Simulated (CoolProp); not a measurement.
Dodecamethylcyclohexasiloxane (D6) along the isobar 5170 kPa: fugacity coefficient from the reference equation and from simpler models built on Tc = 645.8 K, pc = 961.4 kPa, ω = 0.736; each cubic takes its own stable root.

The numbers come from the reference Helmholtz-energy equation of state, Colonna 2008 in CoolProp. It is a short technical equation, of lower accuracy than the large ones.

```tsv
T (K)	phase	reference
488.9	liquid	0.01923
497.7	liquid	0.02364
506.4	liquid	0.02869
515.2	liquid	0.03454
523.9	liquid	0.04112
532.6	liquid	0.04853
541.4	liquid	0.05689
550.1	liquid	0.06606
558.8	liquid	0.07614
567.6	liquid	0.08729
576.3	liquid	0.09924
585.1	liquid	0.1123
593.8	liquid	0.1261
602.5	liquid	0.1408
611.3	liquid	0.1566
620	liquid	0.1730
```

**Question.** How far does each simpler model (van der Waals, Redlich-Kwong, Peng-Robinson) lie from the reference over these 16 states: mean and median of the absolute difference, and the worst?

**Answer.** 
- van der Waals: mean 250.3 %, median 196.3 %, worst +636.9 % at 488.9 K and 5170 kPa
- Redlich-Kwong: mean 95.3 %, median 80.3 %, worst +220.4 % at 488.9 K and 5170 kPa
- Peng-Robinson: mean 0.3 %, median 0.3 %, worst -0.5 % at 541.4 K and 5170 kPa
